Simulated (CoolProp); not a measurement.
A single-stage vapour-compression cycle with n-perfluorobutane: evaporating at 323.15 K (dew point), condensing at 362.15 K (bubble point), superheat 0 K, subcooling 2 K, compressor efficiency 0.85, no pressure losses. Each further row changes one setting.

The numbers come from the reference Helmholtz-energy equation of state, Gao 2022 in CoolProp.

| case | cooling COP | pressure ratio | discharge temperature (K) | refrigerating effect (kJ/kg) | volumetric capacity (kJ/m³) |
|---|---|---|---|---|---|
| as stated | 3.63 | 2.53 | 362.1 | 31.1 | 1840 |
| evaporating temperature 328.15 K | 4.68 | 2.22 | 362.1 | ___ | 2360 |
| condensing temperature 357.15 K | 4.85 | ___ | 357.1 | 37.8 | 2230 |
| subcooling 7 K | 4.43 | 2.53 | 362.1 | ___ | ___ |
| superheat 10 K | 4.18 | 2.53 | 362.1 | 40.6 | ___ |
| compressor efficiency 0.75 | 3.21 | 2.53 | 362.1 | 31.1 | 1840 |

What belongs in the gaps?


- evaporating temperature 328.15 K, refrigerating effect (kJ/kg): 34.8
- condensing temperature 357.15 K, pressure ratio: 2.27
- subcooling 7 K, refrigerating effect (kJ/kg): 37.9
- subcooling 7 K, volumetric capacity (kJ/m³): 2240
- superheat 10 K, volumetric capacity (kJ/m³): 2280

The compression ends wet for: as stated; evaporating temperature 328.15 K; condensing temperature 357.15 K; subcooling 7 K; superheat 10 K; compressor efficiency 0.75.
